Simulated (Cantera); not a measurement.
**Thermodynamics of abatement and gas-phase synthesis, feed H2S + H2 + O2**

Charge: 1 mol H2S, 0.2 mol H2, 0.3 mol O2, at 12.0 mbar.

Cantera equilibrium calculation (NASA polynomials, part measured and part estimated; ideal gas, pure solids and liquids). Candidate condensed phases: H2O, H2SO4, S; 19 gas species. Kinetics and transport are ignored.

From 2025 °C to 2475 °C nothing is condensed.

```json
[
 {"T (°C)": "2025", "x H2": "0.430", "x H": "0.0574", "x S": "0.0603", "x S2": "0.144", "x H2O": "0.138", "x SO": "0.0912", "x SO2": "0.0384", "x SH": "0.0316", "x OH": "0.00295", "x O": "0.000268"},
 {"T (°C)": "2100", "x H2": "0.417", "x H": "0.0823", "x S": "0.0795", "x S2": "0.122", "x H2O": "0.119", "x SO": "0.103", "x SO2": "0.0358", "x SH": "0.0323", "x OH": "0.00418", "x O": "0.000556"},
 {"T (°C)": "2175", "x H2": "0.396", "x H": "0.114", "x S": "0.101", "x S2": "0.0991", "x H2O": "0.102", "x SO": "0.113", "x SO2": "0.0328", "x SH": "0.0318", "x OH": "0.00575", "x O": "0.00110"},
 {"T (°C)": "2250", "x H2": "0.368", "x H": "0.154", "x S": "0.122", "x S2": "0.0773", "x H2O": "0.0862", "x SO": "0.120", "x SO2": "0.0295", "x SH": "0.0302", "x OH": "0.00767", "x O": "0.00210"},
 {"T (°C)": "2325", "x H2": "0.333", "x H": "0.201", "x S": "0.143", "x S2": "0.0577", "x H2O": "0.0717", "x SO": "0.124", "x SO2": "0.0261", "x SH": "0.0274", "x OH": "0.00996", "x O": "0.00388"},
 {"T (°C)": "2400", "x H2": "0.294", "x H": "0.254", "x S": "0.160", "x S2": "0.0412", "x H2O": "0.0584", "x SO": "0.125", "x SO2": "0.0227", "x SH": "0.0239", "x OH": "0.0126", "x O": "0.00695"},
 {"T (°C)": "2475", "x H2": "0.251", "x H": "0.311", "x S": "0.174", "x S2": "0.0284", "x H2O": "0.0463", "x SO": "0.121", "x SO2": "0.0193", "x SH": "0.0201", "x OH": "0.0153", "x O": "0.0120"}
]
```
x: gas mole fraction; nothing condenses.
